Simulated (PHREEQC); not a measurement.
Solution (25 °C): 0.021 mol Li2CO3 per kg of water. Closed to the air; pH follows from the charge balance.

Equilibrium calculation in PHREEQC: ion-association model, phreeqc.dat.

Each row changes one thing in this solution. This is a speciation only: nothing precipitates in the calculation.

| case | pH | ionic strength (mol/kgw) |
|---|---|---|
| as made | 11.12 | 0.0613 |
| diluted 10-fold with water | 10.69 | 0.00576 |
| Li2CO3 from 0.021 to 0.0105 mol/kgw | 11.01 | 0.0303 |
| Li2CO3 from 0.021 to 0.0315 mol/kgw | 11.19 | 0.0925 |
| Li2CO3 replaced by LiBr at the same molality | 6.99 | 0.0210 |
| Li2CO3 from 0.021 to 0.0189 mol/kgw | ___ | ___ |
| diluted 2-fold with water | 11.01 | 0.0303 |
| 0.041 mol/kgw HNO3 added | ___ | 0.0420 |

Task: What belongs in the gaps?

Result: 
- Li2CO3 from 0.021 to 0.0189 mol/kgw, pH: 11.11
- Li2CO3 from 0.021 to 0.0189 mol/kgw, ionic strength (mol/kgw): 0.0551
- 0.041 mol/kgw HNO3 added, pH: 4.98
